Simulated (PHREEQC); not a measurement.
Consider water at 20 °C with 12 mmol/kgw H2S. Closed to the air; pH follows from the charge balance.

Equilibrium calculation in PHREEQC: ion-association model, phreeqc.dat.

Each row changes one thing in this solution. No solid was allowed to form.

```json
[
 {"case": "as made", "pH": "4.47", "ionic strength (mol/kgw)": "3.44e-5", "HS- (mol/kgw)": "3.44e-5"},
 {"case": "diluted 10-fold with water", "pH": "[?]", "ionic strength (mol/kgw)": "1.08e-5", "HS- (mol/kgw)": "1.08e-5"},
 {"case": "H2S from 0.012 to 0.024 mol/kgw", "pH": "[?]", "ionic strength (mol/kgw)": "4.88e-5", "HS- (mol/kgw)": "4.88e-5"},
 {"case": "diluted 2-fold with water", "pH": "4.62", "ionic strength (mol/kgw)": "2.43e-5", "HS- (mol/kgw)": "2.43e-5"},
 {"case": "0.00066 mol/kgw LiOH added", "pH": "5.76", "ionic strength (mol/kgw)": "0.000662", "HS- (mol/kgw)": "0.000662"},
 {"case": "temperature from 20 to 25 °C", "pH": "4.43", "ionic strength (mol/kgw)": "3.72e-5", "HS- (mol/kgw)": "3.72e-5"}
]
```

Question: Fill in the missing entries.

Answer: 
- diluted 10-fold with water, pH: 4.97
- H2S from 0.012 to 0.024 mol/kgw, pH: 4.32

Complexes and solids missing from the database can't appear.
